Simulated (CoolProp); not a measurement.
Aqueous propylene glycol as a coolant, 36 % by mass, freezing at -17.1 °C, 1 atm.

Computed with CoolProp (Melinder's fits for secondary coolants).

```
T (°C)  viscosity (mPa s)  Prandtl number  conductivity (W/(m K))  cp (kJ/(kg K))
------  -----------------  --------------  ----------------------  --------------
-1.2                    ?            95.4                       ?           3.706
2.1                  8.65            79.3                   0.405           3.716
5.3                  7.32            66.9                       ?           3.726
8.6                  6.21               ?                       ?           3.736
11.8                 5.34            48.6                   0.412           3.746
15.1                 4.61            41.8                   0.414           3.756
18.3                 4.02            36.4                   0.416           3.765
21.6                    ?            31.7                   0.419           3.775
24.8                 3.12            28.0                   0.421           3.785
28.1                 2.76            24.8                   0.423           3.795
31.3                 2.48            22.2                   0.425           3.804
```

Problem. Complete the blanks.

Solution. 
- -1.2, viscosity (mPa s): 10.4
- -1.2, conductivity (W/(m K)): 0.403
- 5.3, conductivity (W/(m K)): 0.407
- 8.6, Prandtl number: 56.6
- 8.6, conductivity (W/(m K)): 0.410
- 21.6, viscosity (mPa s): 3.52
